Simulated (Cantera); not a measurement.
Cantera with NASA thermochemical tables; ideal gases at 1 bar, condensed phases pure. Values are per mole of reaction as written; species without (g) are pure solids or liquids, kept so even where they would boil at 1 bar.

Sr(OH)2 ⇌ 2 O(g) + H2(g) + Sr, with ΔH° = 1467.3 kJ and ΔS° = 410.9 J/K at 300 K.

Task: How far is the shortcut ΔG° ≈ ΔH°(300 K) − T·ΔS°(300 K) from the full temperature-dependent value at 425, 625, 825, 1025, 1225, 1425, 1625, 1825, 2025 K?

Result: 
```tsv
T (K)	shortcut (kJ)	full (kJ)	difference (kJ)	difference in log10 K	condensed phases
425	1292.7	1292.2	0.4	-0.05	Sr(OH)2(s), Sr(s)
625	1210.5	1208.9	1.6	-0.14	Sr(OH)2(s), Sr(s)
825	1128.3	1127.7	0.6	-0.04	Sr(OH)2(l), Sr(s)
1025	1046.1	1052.8	-6.7	0.34	Sr(OH)2(l), Sr(s)
1225	964.0	978.6	-14.6	0.62	Sr(OH)2(l), Sr(l)
1425	881.8	905.8	-24.1	0.88	Sr(OH)2(l), Sr(l)
1625	799.6	834.4	-34.8	1.12	Sr(OH)2(l), Sr(l)
1825	717.4	764.1	-46.7	1.34	Sr(OH)2(l), Sr(l)
2025	635.3	694.8	-59.6	1.54	Sr(OH)2(l), Sr(l)
```
The shortcut ignores heat capacities and the phase changes listed.
